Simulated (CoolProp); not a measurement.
The numbers come from the reference Helmholtz-energy equation of state, Fiedler 2023 in CoolProp.

For tetrahydrofuran, give the phase and the isothermal compressibility (1/MPa), fugacity coefficient at 120.05 °C and 13.4 bar.


- 120.05 °C and 13.4 bar: liquid; isothermal compressibility 0.00247, fugacity coefficient 0.315
